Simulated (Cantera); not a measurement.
Feed: 1 mol H₂O, 0.43 mol O₂, held at 0.000980 bar.

These are equilibrium values from Cantera (NASA tables, ideal gas, pure condensed phases), not measurements of a reactor. Candidate condensed phases: H₂O; 9 gas species. Kinetics and transport are ignored. All values below are at 1673 K.

Base state: H₂O 0.695, O₂ 0.299, OH 0.00491, H₂ 0.000613, O 0.000584, H 9.00e-5 (mole fractions); condensed: gas only.

Problem. What changes in the equilibrium state with this change: H₂O replaced by HBr?

Solution. 
| species | before | after |
|---|---|---|
| Br | 0 | 0.549 |
| H₂O | 0.695 | 0.273 |
| O₂ | 0.299 | 0.121 |
| HBr | 0 | 0.0526 |
| Br₂ | 0 | 0.000632 |
| OH | 0.00491 | 0.00246 |
| H₂ | 0.000613 | 0.000379 |
Further candidate phases: Br₂.
